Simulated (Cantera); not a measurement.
Input: 1 mol trisilylamine, 0.36 mol NH₃, 68 mol H₂, at 0.0550 bar.

Cantera equilibrium calculation (NASA polynomials, part measured and part estimated; ideal gas, pure solids and liquids). Candidate condensed phases: Si, Si₃N₄; 18 gas species. The feed counts by its element totals alone. Gases not in the tables: Si₂H₆ and higher silanes. Kinetics and transport are ignored. All values below are at 1800 K.

Base state: H₂ 0.989, N₂ 0.00922, H 0.00152, Si 5.77e-5, SiH₂ 2.96e-5, SiH 1.54e-5 (mole fractions); condensed: Si(l).

Question: What changes in the equilibrium state with this change: NH₃ from 0.36 to 18 mol?

Answer: 
```tsv
species	before	after
H₂	0.989	0.911
N₂	0.00922	0.0871
H	0.00152	0.00146
Si	5.77e-5	5.77e-5
SiH₂	2.96e-5	2.73e-5
SiH	1.54e-5	1.47e-5
Si(l), mol	2.99	2.99
```
